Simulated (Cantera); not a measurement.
A perfectly stirred reactor is fed with CH4 : H2 : N2 = 0.033 : 1 : 0.01 (molar parts), at 0.132 atm; it is held at 2225 K, and followed from long to short residence time.

Computed with Cantera and GRI-Mech 3.0 (53 species, 325 reactions). GRI-Mech 3.0 stops at C3 and has no aromatics, soot or wall deposition, so with more carbon than oxygen in the feed, carbon stays in small species such as C2H2 where larger ones or solid carbon would form.

### Question
What does this change do: N2 0.01 to 0.0011 parts?

### Answer
```csv
quantity,before,after
x(CH4) at τ = 11.0 s,0.000115,0.000117
x(H2) at τ = 11.0 s,0.958,0.966
x(C2H4) at τ = 11.0 s,4.17e-6,4.27e-6
x(CH2) at τ = 11.0 s,1.05e-6,1.06e-6
x(HCN) at τ = 11.0 s,0.000263,3.00e-5
x(CH4) at τ = 36.0 ms,0.00199,0.00201
x(H2) at τ = 36.0 ms,0.959,0.967
x(C2H4) at τ = 36.0 ms,7.36e-6,7.45e-6
x(CH2) at τ = 36.0 ms,1.22e-5,1.22e-5
x(HCN) at τ = 36.0 ms,8.44e-6,9.36e-7
```

### Question
What does this change do: temperature 2225 to 1725 K?

### Answer
```tsv
quantity	before	after
x(CH4) at τ = 11.0 s	0.000115	0.00439
x(H2) at τ = 11.0 s	0.958	0.973
x(C2H4) at τ = 11.0 s	4.17e-6	6.91e-5
x(CH2) at τ = 11.0 s	1.05e-6	2.45e-8
x(HCN) at τ = 11.0 s	0.000263	3.51e-8
x(CH4) at τ = 36.0 ms	0.00199	0.0281
x(H2) at τ = 36.0 ms	0.959	0.960
x(C2H4) at τ = 36.0 ms	7.36e-6	5.37e-5
x(CH2) at τ = 36.0 ms	1.22e-5	1.19e-7
x(HCN) at τ = 36.0 ms	8.44e-6	4.94e-10
```
